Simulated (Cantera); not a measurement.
What does this Cantera script print?

```python
import numpy as np
import cantera as ct

gas = ct.Solution("h2o2.yaml")


def delay(T, t_max=10):
    gas.TPX = T, 440000, {'H2': 1, 'O2': 0.294, 'N2': 1.11}
    reactor = ct.IdealGasReactor(gas, clone=False)
    net = ct.ReactorNet([reactor])
    net.rtol, net.atol = 1e-8, 1e-16
    while net.time < t_max:
        t_old, T_old = net.time, reactor.T
        net.step()
        if reactor.T > T + 400:  # ignition: a rise of 400 K
            return t_old + (T + 400 - T_old) / (reactor.T - T_old) * (net.time - t_old)
    return np.nan


taus = []
for T in [950, 1000, 1050, 1100, 1150, 1200, 1250, 1300, 1350]:
    taus.append(delay(T))
    print(f"T0 = {T:6g} K   tau = {taus[-1]:.4e} s")

# d ln(tau) / d ln(k), from doubling and halving each rate constant
T, sens = 1150, []
for i in range(gas.n_reactions):
    gas.set_multiplier(2.0, i)
    up = delay(T)
    gas.set_multiplier(0.5, i)
    down = delay(T)
    gas.set_multiplier(1.0, i)
    sens.append((np.log(up / down) / np.log(4.0), gas.reaction(i).equation))
sens.sort(key=lambda x: -abs(x[0]))
print(f"sensitivities at {T} K")
for s, eq in sens[:10]:
    print(f"{s:8.3f}  {eq}")
```

Result:

```
T0 =    950 K   tau = 3.2589e-02 s
T0 =   1000 K   tau = 8.4029e-03 s
T0 =   1050 K   tau = 2.0085e-03 s
T0 =   1100 K   tau = 3.2924e-04 s
T0 =   1150 K   tau = 4.0283e-05 s
T0 =   1200 K   tau = 1.7094e-05 s
T0 =   1250 K   tau = 1.0647e-05 s
T0 =   1300 K   tau = 7.5721e-06 s
T0 =   1350 K   tau = 5.7699e-06 s
sensitivities at 1150 K
  -2.525  H + O2 <=> O + OH
   1.541  H + O2 + M <=> HO2 + M
   1.190  H + O2 + N2 <=> HO2 + N2
   0.243  H + O2 + O2 <=> HO2 + O2
  -0.185  H + HO2 <=> 2 OH
  -0.119  H2 + O <=> H + OH
  -0.069  H + H2O2 <=> H2 + HO2
  -0.042  H2 + OH <=> H + H2O
   0.021  H + HO2 <=> H2 + O2
  -0.008  H + HO2 <=> H2O + O
```

Cantera simulation using the H2/O2 subset of GRI-Mech 3.0, which has no nitrogen chemistry; the numbers are that mechanism's predictions, not measurements. The hydrogen kinetics of GRI-Mech 3.0 are dated; newer H2 mechanisms differ, most at raised pressure.
